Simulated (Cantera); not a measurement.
Premixed flame

A freely propagating, adiabatic, planar premixed flame of 45.1 % H2, 11.3 % O2, 42.4 % N2, 1.22 % H2O, equivalence ratio 2.0, unburnt at 575 K and 2.10 bar; mixture-averaged transport, grid criteria slope 0.08 and curve 0.16, no radiation.

Model: the H2/O2 subset of GRI-Mech 3.0, which has no nitrogen chemistry, integrated in Cantera. The hydrogen kinetics of GRI-Mech 3.0 are dated; newer H2 mechanisms differ, most at raised pressure. Burning velocities carry a grid error of a few per cent, more on coarse grids.

| z (mm) | T (K) | u (m/s) | x H2 | x O2 | x H2O2 | x H | x O | x OH |
|---|---|---|---|---|---|---|---|---|
| -0.506 | 575 | 8.57 | 0.451 | 0.113 | <1e-8 | <1e-8 | <1e-8 | <1e-8 |
| -0.337 | 575 | 8.57 | 0.451 | 0.113 | <1e-8 | <1e-8 | <1e-8 | <1e-8 |
| -0.253 | 575 | 8.57 | 0.451 | 0.113 | <1e-8 | <1e-8 | <1e-8 | <1e-8 |
| -0.169 | 575 | 8.57 | 0.451 | 0.113 | <1e-8 | 2.49e-8 | <1e-8 | <1e-8 |
| -0.0843 | 607 | 8.98 | 0.445 | 0.113 | 7.54e-6 | 0.000200 | 1.25e-5 | 7.79e-5 |
| -0.0422 | 860 | 12.4 | 0.411 | 0.106 | 2.37e-5 | 0.00676 | 0.000307 | 0.000795 |
| 0 | 1266 | 17.7 | 0.327 | 0.0729 | 5.14e-6 | 0.0363 | 0.00243 | 0.00213 |
| 0.0422 | 1552 | 21.5 | 0.245 | 0.0257 | 1.80e-6 | 0.0665 | 0.00319 | 0.00415 |
| 0.0843 | 1685 | 23.3 | 0.218 | 0.00652 | 1.01e-6 | 0.0733 | 0.00198 | 0.00476 |
| 0.169 | 1803 | 24.7 | 0.216 | 0.000981 | 5.81e-7 | 0.0649 | 0.00122 | 0.00504 |
| 0.337 | 1918 | 26.1 | 0.224 | 0.000412 | 3.21e-7 | 0.0502 | 0.000814 | 0.00485 |
| 0.674 | 2024 | 27.3 | 0.232 | 0.000227 | 1.68e-7 | 0.0358 | 0.000465 | 0.00414 |
| 1.35 | 2111 | 28.3 | 0.239 | 0.000107 | 8.36e-8 | 0.0238 | 0.000222 | 0.00314 |
x: mole fraction of selected species; z is measured from the peak of heat release.

```json
{
 "laminar_burning_velocity": "857 cm/s",
 "thermal_thickness": "0.169 mm",
 "peak x(H2O2)": "2.47e-5",
 "peak x(H)": "0.0733",
 "peak x(O)": "0.00339",
 "peak x(OH)": "0.00505"
}
```
